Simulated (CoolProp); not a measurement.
Vapour-liquid equilibrium of ethanol (1) + cyclohexane (2) at 672 kPa; x and y are mole fractions of (1).

Model: multi-fluid Helmholtz-energy mixture model, Schroeder 2014 and Zhou 2014; pair parameters Bell 2016, in CoolProp.

| x | bubble temperature (°C) | y at the bubble point | dew temperature at overall composition x (°C) | liquid density (mol/L) |
|---|---|---|---|---|
| 0.05 | 149.3 | 0.201 | 157.4 | 7.782 |
| 0.2 | 135.6 | 0.450 | 149.4 | 8.458 |
| 0.35 | 131.5 | 0.536 | 141.1 | 9.149 |
| 0.5 | 130.1 | 0.587 | 133.1 | 9.988 |
| 0.65 | 129.8 | 0.641 | 129.8 | 11.04 |
| 0.8 | 130.7 | 0.734 | 131.7 | 12.36 |
| 0.95 | 133.9 | 0.912 | 134.6 | 13.95 |

y crosses x between x = 0.5 and 0.65: the model has an azeotrope there.

The pair parameters rest on a limited set of measurements; away from them the model extrapolates.
